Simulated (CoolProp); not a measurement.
CF4 (R14) at 391.97 K and 0.134 MPa is throttled through a valve to 0.0109 MPa with no heat exchange. Each further row changes one setting.

The numbers come from the reference Helmholtz-energy equation of state, Platzer 1990 in CoolProp. This equation is an older, rougher fit.

```
case                         final density (kg/m³)
---------------------------  ---------------------
as stated                                        …
outlet pressure 0.00327 MPa                      …
outlet pressure 0.0142 MPa                       …
```

Question: Some entries are withheld; supply them.

Answer: 
- as stated, final density (kg/m³): 0.295
- outlet pressure 0.00327 MPa, final density (kg/m³): 0.0884
- outlet pressure 0.0142 MPa, final density (kg/m³): 0.384
